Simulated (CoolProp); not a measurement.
Values from CoolProp's reference Helmholtz-energy equation of state, Lemmon 2006. It is a short technical equation, of lower accuracy than the large ones.

Question: For R141b, give the phase and the cp (kJ/(kg K)), speed of sound (m/s), expansivity (1/kK), conductivity (mW/(m K)) at 103.35 °C and 2090 kPa.

Answer: 
- 103.35 °C and 2090 kPa: liquid; cp 1.30, speed of sound 553, expansivity 2.31, conductivity 71.6

Thermal conductivity comes from a separate model (Huber 2003), an estimate that may be off by 10 % or more.
